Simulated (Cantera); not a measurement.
Charge: 1 mol Nb, 5.2 mol H2O, 25 mol H2, 0.34 mol O2, at 2050 K and 10000 Pa.

Equilibrium computed with Cantera from the NASA thermochemical tables; the gas is ideal and each condensed phase is pure. Candidate condensed phases: H2O, Nb, NbO, NbO2, Nb2O5; 12 gas species. Condensed phases not in the tables: the oxides between NbO2 and Nb2O5. The numbers say what is thermodynamically allowed, not how fast it happens.

Base state: H2 0.865, H2O 0.128, H 0.00667, OH 0.000108, NbO2 9.43e-5 (mole fractions); condensed: NbO2(s).

Q: What changes in the equilibrium state with this change: temperature from 2050 K to 1023 K?

A: 
```csv
species,before,after
H2,0.865,0.888
H2O,0.128,0.112
H,0.00667,1.23e-8
NbO2,9.43e-5,<1e-9
OH,0.000108,<1e-9
"NbO2(s), mol",0.997,0
"Nb2O5(s), mol",0,0.500
```
